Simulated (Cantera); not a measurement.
Input: 1 mol SiH₂Cl₂, 12 mol N₂, held at 7.50 Torr.

Cantera equilibrium calculation (NASA polynomials, part measured and part estimated; ideal gas, pure solids and liquids). Candidate condensed phases: NH₄Cl, Si, Si₃N₄; 28 gas species. N₂ is the only nitrogen source here; it is nearly inert below about 1500 K, so the nitride shown seldom forms there in practice. Equilibrium is a limit: real reactors are often held back by kinetics, nucleation or transport.

Question: What share of the Si ends up in condensed phases as a function of T (°C), at 950, 1025, 1100, 1175, 1250, 1325, 1400, 1475, 1550?

Answer: 
```tsv
T (°C)	Si condensed (%)	as
950	85.1	Si₃N₄(s)
1025	83.7	Si₃N₄(s)
1100	79.2	Si₃N₄(s)
1175	70.0	Si₃N₄(s)
1250	58.0	Si₃N₄(s)
1325	46.0	Si₃N₄(s)
1400	35.4	Si₃N₄(s)
1475	26.7	Si₃N₄(s)
1550	21.7	Si(l)
```
